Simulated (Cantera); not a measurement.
SiH4 + N2 (silicon nitride deposition)

Charge: 1 mol SiH4, 0.31 mol N2.

Equilibrium computed with Cantera from the NASA thermochemical tables; the gas is ideal and each condensed phase is pure. Candidate condensed phases: Si, Si3N4; 18 gas species. N2 is the only nitrogen source here; it is nearly inert below about 1500 K, so the nitride shown seldom forms there in practice. Mutual solubility and eutectic melting of coexisting phases are not modelled. Equilibrium is a limit: real reactors are often held back by kinetics, nucleation or transport.

### Question
Map the stable condensed phases over T = 702, 777, 852, 927, 1002, 1077, 1152, 1227, 1302, 1377 °C and P in Pa = 5, 17, 59, 210, 710, 2400, 8400, 29000, 100000.

### Answer
```
T in °C \ P in Pa
              5     17     59    210    710   2400   8400  29000 100000
   1377       A      A      A      A      B      B      B      B      B
   1302       A      A      A      B      B      B      B      B      B
   1227       A      A      B      B      B      B      B      B      B
   1152       A      B      B      B      B      B      B      B      B
   1077       B      B      B      B      B      B      B      B      B
   1002       B      B      B      B      B      B      B      B      B
    927       B      B      B      B      B      B      B      B      B
    852       B      B      B      B      B      B      B      B      B
    777       B      B      B      B      B      B      B      B      B
    702       B      B      B      B      B      B      B      B      B
```
A: Si; B: Si + Si3N4.
